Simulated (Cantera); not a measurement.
**Equilibrium for oxide etching and cleaning by halides: SiO2 + SiCl4 + N2**

A closed system holds: 1 mol SiO2, 0.82 mol SiCl4, 79 mol N2, equilibrated at 0.0133 bar.

Method: chemical equilibrium by Gibbs-energy minimisation in Cantera with the NASA 1993 tables (ideal gas, pure condensed phases). Candidate condensed phases: Si, SiO2, Si2N2O, Si3N4; 23 gas species. The tables' values for SiCl3 are old estimates; treat these amounts as uncertain. The tables hold silica as quartz up to 1696 K and as liquid above; real silica turns to tridymite and cristobalite and melts near 1996 K. The numbers say what is thermodynamically allowed, not how fast it happens.

From 775 K to 825 K the condensed part is SiO2(α-quartz). From 875 K to 1275 K the condensed part is SiO2(β-quartz). The main Si-bearing gas is SiCl4 throughout.

```
T (K)   x N2  x SiCl4      x Cl   x SiCl3   x SiCl2  n SiO2(α-quartz)  n SiO2(β-quartz)
-----  -----  -------  --------  --------  --------  ----------------  ----------------
775    0.990   0.0103  3.92e-10  5.47e-10    <1e-12              1.00                 0
825    0.990   0.0103   2.63e-9   3.31e-9    <1e-12              1.00                 0
875    0.990   0.0103   1.40e-8   1.65e-8  1.53e-12                 0              1.00
925    0.990   0.0103   6.19e-8   6.95e-8  1.87e-11                 0              1.00
975    0.990   0.0103   2.34e-7   2.54e-7  1.78e-10                 0              1.00
1025   0.990   0.0103   7.72e-7   8.20e-7   1.37e-9                 0              1.00
1075   0.990   0.0103   2.28e-6   2.37e-6   8.69e-9                 0              1.00
1125   0.990   0.0103   6.11e-6   6.25e-6   4.69e-8                 0              1.00
1175   0.990   0.0103   1.51e-5   1.51e-5   2.18e-7                 0              1.00
1225   0.990   0.0102   3.48e-5   3.38e-5   8.85e-7                 0              1.00
1275   0.990   0.0102   7.54e-5   7.05e-5   3.17e-6                 0             1.000
```
x: gas mole fraction; n: condensed amount in mol.
